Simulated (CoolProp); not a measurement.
Properties of CH2F2 (R32) at several states.

The numbers come from the reference Helmholtz-energy equation of state, Tillner-Roth 1997 in CoolProp.

| T (°C) | p (kPa) | phase | density (kg/m³) | Joule-Thomson coefficient (K/MPa) | expansivity (1/kK) | viscosity (µPa s) | Prandtl number | fugacity coefficient |
|---|---|---|---|---|---|---|---|---|
| -9.85 | 1770 | liquid | 1092 | -0.1155 | 2.989 | 175 | 1.81 | 0.3012 |
| -94.25 | 273 | liquid | 1325 | -0.3201 | 1.895 | 610 | 4.30 | 0.02300 |
| 136.05 | 532 | gas | 8.307 | 9.253 | 2.637 | 18.2 | 0.768 | 0.9796 |
| 11.75 | 1400 | liquid | 1014 | 0.04722 | 3.815 | 132 | 1.65 | 0.6988 |

Viscosity comes from a separate model (Bell 2016), an estimate that may be off by 10 % or more. Thermal conductivity comes from a separate model (Huber 2003), an estimate that may be off by 10 % or more.
